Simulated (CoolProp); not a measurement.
A single-stage vapour-compression cycle with R21: evaporating at 284.15 K (dew point), condensing at 347.15 K (bubble point), superheat 8 K, subcooling 5 K, compressor efficiency 0.6, no pressure losses. Each further row changes one setting.

Values from CoolProp's reference Helmholtz-energy equation of state, Platzer 1990. This equation is an older, rougher fit; its heat capacities, sound speeds and derivatives of the liquid may be far off and weren't checked against measurements.

| case | cooling COP | pressure ratio | discharge temperature (K) | refrigerating effect (kJ/kg) | volumetric capacity (kJ/m³) |
|---|---|---|---|---|---|
| as stated | 2.23 | 6.75 | 424.4 | 181 | 872 |
| evaporating temperature 289.15 K | 2.51 | 5.60 | 417.1 | 183 | 1050 |
| condensing temperature 342.15 K | 2.47 | 5.97 | 415.5 | 186 | 899 |
| subcooling 10 K | 2.30 | 6.75 | 424.4 | 186 | 899 |
| superheat 18 K | 2.22 | 6.75 | 436.9 | 187 | 868 |
| compressor efficiency 0.5 | 1.86 | 6.75 | 446.0 | 181 | 872 |
